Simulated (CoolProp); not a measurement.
Vapour pressure (MPa) of C2F6 (R116): the reference equation beside estimates from Tc = 19.9 °C, pc = 3.048 MPa, ω = 0.257. Clausius-Clapeyron is anchored at -44.75 °C with a constant enthalpy of vaporisation of 13.86 kJ/mol.

Model: reference Helmholtz-energy equation of state, Lemmon 2006, in CoolProp. It is a short technical equation, of lower accuracy than the large ones.

```csv
T (°C),reference,Clausius-Clapeyron,van der Waals,Redlich-Kwong,Peng-Robinson
-50.45,0.3637,0.3763,0.9175,0.5143,0.3621
-44.75,0.4535,0.4535,1.035,0.6210,0.4519
-39.05,0.5590,0.5417,1.161,0.7422,0.5576
-33.35,0.6819,0.6416,1.296,0.8788,0.6809
-27.75,0.8210,0.7519,1.439,1.029,0.8210
-22.05,0.9832,0.8772,1.594,1.198,0.9847
-16.35,1.168,1.016,1.758,1.386,1.172
-10.65,1.378,1.170,1.933,1.592,1.384
-4.95,1.614,1.339,2.118,1.818,1.624
0.75,1.881,1.524,2.313,2.064,1.893
6.35,2.175,1.722,2.516,2.326,2.190
```

Absolute difference from the reference over all 11 rows, mean and median: Clausius-Clapeyron 10.6 and 10.8 %, van der Waals 70.6 and 62.1 %, Redlich-Kwong 22.8 and 21.8 %, Peng-Robinson 0.4 and 0.4 %.
